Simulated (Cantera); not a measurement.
Charge: 1 mol Si3N4, 0.0094 mol H2O, 9.7 mol N2, 2.4 mol N2O, equilibrated at 1898.15 K and 75.0 Torr.

Equilibrium computed with Cantera from the NASA thermochemical tables; the gas is ideal and each condensed phase is pure. Candidate condensed phases: H2O, Si, SiO2, Si2N2O, Si3N4; 35 gas species. Rates play no part.

Base state: N2 0.881, SiO 0.119, H2 0.000583, H 5.97e-5 (mole fractions); condensed: Si2N2O(s).

Problem. What changes in the equilibrium state with this change: pressure from 75.0 Torr to 1.00 Torr?

Solution. 
```csv
species,before,after
N2,0.881,0.845
SiO,0.119,0.144
Si,6.71e-6,0.00923
Si2,2.92e-9,7.38e-5
Si3,<1e-9,1.67e-5
Si2N,5.29e-8,0.000151
SiN,6.70e-7,0.000104
H,5.97e-5,0.000406
"Si2N2O(s), mol",0.590,0
"Si(l), mol",0,0.426
```
The tables' values for SiN are old estimates; treat these amounts as uncertain.
